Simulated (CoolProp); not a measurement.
A simple Rankine cycle with water: condensing at 331.15 K, boiler at 4.23 MPa, turbine inlet 676.9 K, turbine efficiency 0.8, pump efficiency 0.6, no recuperator. Each further row changes one setting.

The numbers come from the reference Helmholtz-energy equation of state, Wagner 2002 in CoolProp.

```tsv
case	thermal efficiency (%)	net work (kJ/kg)	heat in (kJ/kg)	turbine exit temperature (K)	volume ratio over the turbine
as stated	26.9	798	2970	331.1	110
turbine inlet 696.9 K	27.1	818	3020	331.1	108
condensing temperature 323.15 K	27.9	837	3000	323.2	157
boiler pressure 2.96 MPa	25.6	768	2990	331.1	77.7
turbine efficiency 0.7	23.5	698	2970	331.1	115
```

The expansion ends wet for: as stated; turbine inlet 696.9 K; condensing temperature 323.15 K; boiler pressure 2.96 MPa; turbine efficiency 0.7.
